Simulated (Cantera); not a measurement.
A Cantera script and what it prints.

```python
import numpy as np
import cantera as ct

gas_names = """
    N N2 Si SiN Si2 Si2N Si3
""".split()
cond_names = """
    Si(cr) Si(L) Si3N4(a)
""".split()


# ... load() reads the species with a 1 bar reference pressure and builds the phases ...
atoms = {
    'Si3N4': {'Si': 3, 'N': 4},
    'Si': {'Si': 1},
    'N2': {'N': 2},
}
top_T = {'Si3N4(a)': 2400}  # K; cautious upper limits of use, not melting points


# ... equilibrate(T, P, feed) seeds the gas with the atoms and calls Mixture.equilibrate('TP', solver="vcs", rtol=1e-11, max_steps=5000) ...
results = []
feed = {'Si3N4': 1, 'Si': 0.0031, 'N2': 0.91}  # mol
P = 21  # Pa
for T in [1448, 1523, 1598, 1673, 1748, 1823, 1898]:
    mix = equilibrate(T, P, feed)
    results.append((T, P, feed, dict(zip(mix.species_names, mix.species_moles))))
    x = sorted(zip(gas.X, gas.species_names), reverse=True)
    print(f"T = {T:g} K  P = {P:g} Pa  gas = {mix.phase_moles(0):.4g} mol")
    print("   x: " + "  ".join(f"{s} {v:.3e}" for v, s in x if v > 1e-05))
    print("   condensed (mol): " + ("  ".join(f"{mix.phase(i).name} {mix.phase_moles(i):.4g}"
          for i in range(1, mix.n_phases) if mix.phase_moles(i) > 1e-12) or "none"))
```

Output:

```
T = 1448 K  P = 21 Pa  gas = 0.9079 mol
   x: N2 1.000e+00
   condensed (mol): Si3N4(a) 1.001
T = 1523 K  P = 21 Pa  gas = 0.908 mol
   x: N2 1.000e+00  Si 4.284e-05
   condensed (mol): Si3N4(a) 1.001
T = 1598 K  P = 21 Pa  gas = 2.911 mol
   x: N2 9.995e-01  Si 4.453e-04
   condensed (mol): Si(cr) 3.002
T = 1673 K  P = 21 Pa  gas = 2.916 mol
   x: N2 9.979e-01  Si 1.989e-03  Si2N 3.438e-05  SiN 1.910e-05
   condensed (mol): Si(cr) 2.997
T = 1748 K  P = 21 Pa  gas = 2.931 mol
   x: N2 9.929e-01  Si 6.931e-03  Si2N 8.855e-05  SiN 5.192e-05  Si2 3.562e-05
   condensed (mol): Si(L) 2.982
T = 1823 K  P = 21 Pa  gas = 2.974 mol
   x: N2 9.785e-01  Si 2.105e-02  Si2N 1.959e-04  Si2 1.362e-04  SiN 1.250e-04  Si3 3.201e-05
   condensed (mol): Si(L) 2.938
T = 1898 K  P = 21 Pa  gas = 3.094 mol
   x: N2 9.403e-01  Si 5.850e-02  Si2 4.675e-04  Si2N 4.011e-04  SiN 2.766e-04  Si3 1.056e-04
   condensed (mol): Si(L) 2.815
```

Equilibrium computed with Cantera from the NASA thermochemical tables; the gas is ideal and each condensed phase is pure. The tables' values for SiN are old estimates; treat these amounts as uncertain.
